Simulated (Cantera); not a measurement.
Transport properties of process gases

Gas mixture: 100 % N2O, at 170000 Pa, frozen composition.

Cantera's kinetic-theory transport with the Lennard-Jones parameters of GRI-Mech 3.0, ideal gas; thermal conductivity in the mixture-averaged form. The composition is frozen, though it would react at the higher temperatures.

```tsv
T (K)	ρ (kg/m³)	cp (J/kg/K)	μ (µPa s)	λ (mW/m/K)	Pr	D (cm²/s) NO	D (cm²/s) C2H2	D (cm²/s) CH3
400	2.25	970.3	19.5	25.5	0.741	0.154	0.125	0.174
500	1.80	1043	23.6	33.2	0.740	0.228	0.189	0.261
600	1.50	1101	27.3	40.7	0.739	0.314	0.262	0.360
700	1.29	1150	30.8	47.9	0.739	0.409	0.345	0.471
800	1.12	1192	34.0	54.9	0.739	0.514	0.436	0.594
900	1.000	1227	37.1	61.5	0.740	0.628	0.535	0.726
1000	0.900	1255	40.0	68.0	0.739	0.750	0.641	0.869
1100	0.818	1275	42.8	74.1	0.736	0.880	0.754	1.02
```
D: mixture-averaged diffusion coefficient of that species in the mixture.
